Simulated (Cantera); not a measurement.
A Cantera script and its output.

```python
import numpy as np
import cantera as ct

gas = ct.Solution("gri30.yaml")
gas.TPX = 525, 13332, {'CH4': 1, 'C2H6': 0.13, 'C3H8': 0.19, 'O2': 2.43, 'N2': 9.14}
flame = ct.FreeFlame(gas, width=0.16)
flame.set_refine_criteria(ratio=3, slope=0.08, curve=0.16)
flame.transport_model = "mixture-averaged"
flame.solve(loglevel=0, auto=True)
z, T = flame.grid, flame.T
thick = (T[-1] - T[0]) / np.gradient(T, z).max()
show = ['CH4', 'C2H6', 'C3H8', 'CO', 'CH2', 'NO']
print(f"laminar burning velocity  {flame.velocity[0] * 100:.3f} cm/s")
print(f"burnt temperature         {T[-1]:.1f} K")
print(f"thermal thickness         {thick * 1e3:.4f} mm")
print(f"grid points               {len(z)}")
z0 = z[flame.heat_release_rate.argmax()]
print(f"{'z/mm':>9s}{'T/K':>9s}{'u/(m/s)':>9s}" + "".join(f"{s:>11s}" for s in show))
rows = []
for k in (-3, -2, -1.5, -1, -0.5, -0.25, 0, 0.25, 0.5, 1, 2, 4, 8):
    zz = z0 + k * thick
    rows.append([k * thick, np.interp(zz, z, T), np.interp(zz, z, flame.velocity),
                 *(np.interp(zz, z, flame.X[gas.species_index(s)]) for s in show)])
    print(f"{rows[-1][0] * 1e3:9.3f}{rows[-1][1]:9.1f}{rows[-1][2]:9.3f}" + "".join(f"{x:11.3e}" for x in rows[-1][3:]))
```

Result:

```
laminar burning velocity  102.617 cm/s
burnt temperature         2114.6 K
thermal thickness         2.3432 mm
grid points               148
     z/mm      T/K  u/(m/s)        CH4       C2H6       C3H8         CO        CH2         NO
   -7.030    525.1    1.029  7.737e-02  1.006e-02  1.471e-02  3.517e-06  1.883e-18  3.591e-10
   -4.686    527.2    1.038  7.685e-02  1.001e-02  1.464e-02  5.890e-05  1.014e-14  6.156e-09
   -3.515    537.5    1.065  7.585e-02  9.944e-03  1.454e-02  3.625e-04  2.807e-12  3.944e-08
   -2.343    616.6    1.239  7.149e-02  9.723e-03  1.411e-02  3.202e-03  1.366e-09  3.932e-07
   -1.172   1043.2    2.170  5.112e-02  8.024e-03  8.816e-03  2.506e-02  6.186e-07  3.406e-06
   -0.586   1426.5    3.045  3.031e-02  3.556e-03  2.209e-03  5.213e-02  1.858e-05  7.579e-06
    0.000   1767.6    3.839  1.013e-02  2.848e-04  4.726e-05  8.021e-02  9.393e-05  1.520e-05
    0.586   1947.2    4.250  1.767e-03  3.991e-06  5.249e-08  9.203e-02  8.340e-05  2.748e-05
    1.172   2007.3    4.379  2.210e-04  4.998e-08  1.298e-11  9.134e-02  2.460e-05  4.111e-05
    2.343   2030.5    4.415  3.554e-06  2.152e-11  1.996e-17  8.513e-02  9.060e-07  5.956e-05
    4.686   2038.2    4.421  7.733e-09  1.775e-16  7.938e-25  8.090e-02  3.779e-09  7.289e-05
    9.373   2045.2    4.432  3.820e-12  1.950e-21  8.543e-32  8.018e-02  2.092e-12  7.830e-05
   18.745   2056.1    4.452  2.988e-15  1.075e-25 -5.221e-38  8.033e-02  1.561e-15  8.068e-05
```

Detailed kinetics in Cantera: GRI-Mech 3.0 (53 species, 325 reactions). GRI-Mech 3.0 was tuned for natural gas; its chemistry of propane as a main component is partial and can be far from experiment. Burning velocities carry a grid error of a few per cent, more on coarse grids.
